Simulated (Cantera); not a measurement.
Cantera run, input and output.

```python
import numpy as np
import cantera as ct

gas = ct.Solution("h2o2.yaml")
gas.TPX = 375, 37000, {'H2': 1, 'O2': 0.357, 'N2': 1.34}
flame = ct.FreeFlame(gas, width=0.08)
flame.set_refine_criteria(ratio=3, slope=0.08, curve=0.16)
flame.transport_model = "mixture-averaged"
flame.solve(loglevel=0, auto=True)
flame.transport_model = "multicomponent"
flame.soret_enabled = False
flame.solve(loglevel=0, refine_grid=True)
z, T = flame.grid, flame.T
thick = (T[-1] - T[0]) / np.gradient(T, z).max()
show = ['H2', 'O2', 'H', 'OH', 'H2O2', 'O']
print(f"laminar burning velocity  {flame.velocity[0] * 100:.3f} cm/s")
print(f"burnt temperature         {T[-1]:.1f} K")
print(f"thermal thickness         {thick * 1e3:.4f} mm")
print(f"grid points               {len(z)}")
z0 = z[flame.heat_release_rate.argmax()]
print(f"{'z/mm':>9s}{'T/K':>9s}{'u/(m/s)':>9s}" + "".join(f"{s:>11s}" for s in show))
rows = []
for k in (-3, -2, -1.5, -1, -0.5, -0.25, 0, 0.25, 0.5, 1, 2, 4, 8):
    zz = z0 + k * thick
    rows.append([k * thick, np.interp(zz, z, T), np.interp(zz, z, flame.velocity),
                 *(np.interp(zz, z, flame.X[gas.species_index(s)]) for s in show)])
    print(f"{rows[-1][0] * 1e3:9.3f}{rows[-1][1]:9.1f}{rows[-1][2]:9.3f}" + "".join(f"{x:11.3e}" for x in rows[-1][3:]))
```

Output:

```
laminar burning velocity  371.742 cm/s
burnt temperature         2317.6 K
thermal thickness         1.3995 mm
grid points               128
     z/mm      T/K  u/(m/s)         H2         O2          H         OH       H2O2          O
   -4.199    375.0    3.717  3.708e-01  1.324e-01 -1.499e-19  5.643e-19 -3.342e-16  2.699e-16
   -2.799    375.0    3.717  3.708e-01  1.324e-01  1.212e-16  2.407e-16  3.335e-15  5.193e-14
   -2.099    375.0    3.717  3.708e-01  1.324e-01  5.314e-15  9.103e-15  2.475e-13  1.913e-12
   -1.400    375.0    3.717  3.708e-01  1.324e-01  9.727e-12  4.015e-12  8.727e-11  2.598e-10
   -0.700    381.6    3.775  3.693e-01  1.326e-01  1.031e-05  9.372e-06  2.831e-06  1.102e-06
   -0.350    638.2    6.181  3.383e-01  1.264e-01  6.472e-03  8.750e-04  4.157e-05  1.716e-04
    0.000   1111.1   10.376  2.198e-01  8.540e-02  5.146e-02  2.294e-03  1.474e-06  4.279e-03
    0.350   1411.3   13.005  1.144e-01  2.436e-02  8.868e-02  6.172e-03  1.219e-06  7.588e-03
    0.700   1538.8   14.086  9.603e-02  1.022e-02  8.878e-02  7.999e-03  9.107e-07  6.820e-03
    1.400   1670.1   15.160  9.884e-02  7.106e-03  7.610e-02  9.533e-03  5.658e-07  5.959e-03
    2.799   1810.7   16.272  1.041e-01  5.382e-03  6.078e-02  1.051e-02  3.022e-07  4.742e-03
    5.598   1951.6   17.354  1.084e-01  3.647e-03  4.582e-02  1.054e-02  1.555e-07  3.303e-03
   11.196   2078.7   18.299  1.117e-01  2.158e-03  3.259e-02  9.452e-03  8.268e-08  1.980e-03
```

Model: the H2/O2 subset of GRI-Mech 3.0, which has no nitrogen chemistry, integrated in Cantera. Burning velocities carry a grid error of a few per cent, more on coarse grids.
